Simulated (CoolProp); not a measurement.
R245fa along the isotherm 412.8 K: density (kg/m³) from the reference equation and from simpler models built on Tc = 427.0 K, pc = 3.651 MPa, ω = 0.378; each cubic takes its own stable root.

Model: reference Helmholtz-energy equation of state, Akasaka 2015, in CoolProp.

| p (MPa) | phase | reference |
|---|---|---|
| 1.01 | gas | 44.56 |
| 2.03 | gas | 108.3 |
| 3.04 | liquid | 878.7 |
| 4.06 | liquid | 923.0 |
| 5.07 | liquid | 951.7 |
| 6.08 | liquid | 973.7 |
| 7.1 | liquid | 992.0 |
| 8.11 | liquid | 1007 |
| 9.13 | liquid | 1021 |

**Question.** How far does each simpler model (Redlich-Kwong, Peng-Robinson) lie from the reference over these 9 states: mean and median of the absolute difference, and the worst?

**Answer.** 
- Redlich-Kwong: mean 14.0 %, median 15.0 %, worst -26.7 % at 412.8 K and 3.04 MPa
- Peng-Robinson: mean 4.2 %, median 3.0 %, worst -10.8 % at 412.8 K and 3.04 MPa
